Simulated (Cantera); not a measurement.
Gas mixture: 88.7 % N₂, 11.3 % NO, at 5.00 bar, frozen composition.

Cantera's kinetic-theory transport with the Lennard-Jones parameters of GRI-Mech 3.0, ideal gas; thermal conductivity in the multicomponent form. The composition is frozen, though it would react at the higher temperatures.

D: mixture-averaged diffusion coefficient of that species in the mixture.

```csv
T (K),ρ (kg/m³),cp (J/kg/K),μ (µPa s),λ (mW/m/K),Pr,D (cm²/s) OH,D (cm²/s) O,D (cm²/s) CH₄
400,4.25,1041,22.4,32.9,0.710,0.106,(withheld),0.0755
600,2.83,1070,29.7,45.0,0.707,0.211,(withheld),0.152
800,2.12,1117,36.0,57.0,0.706,0.342,(withheld),0.247
1000,1.70,1165,41.7,68.8,0.706,0.496,(withheld),0.360
1200,1.42,1198,46.9,79.6,0.706,0.671,(withheld),0.488
1400,1.21,1225,51.9,90.0,0.706,0.867,(withheld),0.631
1600,1.06,1246,56.5,99.9,0.706,1.08,(withheld),0.787
1800,0.943,1264,61.0,109,0.705,1.31,(withheld),0.957
```

**Question.** Complete the blanks.

**Answer.** 
- 400, D (cm²/s) O: 0.108
- 600, D (cm²/s) O: 0.215
- 800, D (cm²/s) O: 0.348
- 1000, D (cm²/s) O: 0.505
- 1200, D (cm²/s) O: 0.684
- 1400, D (cm²/s) O: 0.883
- 1600, D (cm²/s) O: 1.10
- 1800, D (cm²/s) O: 1.34
